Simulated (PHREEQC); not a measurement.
Dissolve 0.14 mol/kgw ZnSO4, 0.0032 mol/kgw ZnCl2, 0.19 mol/kgw HCl and 0.24 mol/kgw NaCl at 25 °C. Closed to the air; pH follows from the charge balance.

Computed with PHREEQC (ion-association model, wateq4f.dat).

```
quantity                      before   after
----------------------------  ------  ------
pH                              1.05    1.19
ionic strength (mol/kgw)       0.676   0.573
Cl- (mol/kgw)                  0.401   0.338
Zn+2 (mol/kgw)                0.0895  0.0559
HSO4- (mol/kgw)               0.0729   0.102
SO4-2 (mol/kgw)               0.0302  0.0194
SI of Goslarite (ZnSO4:7H2O)   -2.04   -2.80
SI of Zincite(c) (ZnO)        -10.73   -8.59
```

### Question
Which change was made?
A. temperature from 25 to 70 °C
B. ZnSO4 from 0.14 to 0.028 mol/kgw
C. NaCl replaced by CdCl2 at the same molality
D. NaCl from 0.24 to 0.12 mol/kgw

### Answer
A, temperature from 25 to 70 °C

Precipitation was switched off in this run. Away from 25 °C the constants follow the database's enthalpies or fits; those with neither stay at their 25 °C values.
